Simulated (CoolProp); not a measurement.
Values from CoolProp's reference Helmholtz-energy equation of state, Aleksandrov 2011. It is a short technical equation, of lower accuracy than the large ones.

Task: Give the vapour pressure (bar), vapour density (kg/m³), enthalpy of vaporisation (kJ/kg), liquid cp (kJ/(kg K)) of saturated n-undecane at 163.25, 176.05, 188.85 °C.

Result: 
```tsv
T (°C)	p (bar)	vapour density (kg/m³)	enthalpy of vaporisation (kJ/kg)	liquid cp (kJ/(kg K))
163.25	0.424	1.90	285	2.75
176.05	0.608	2.68	277	2.80
188.85	0.852	3.69	269	2.85
```
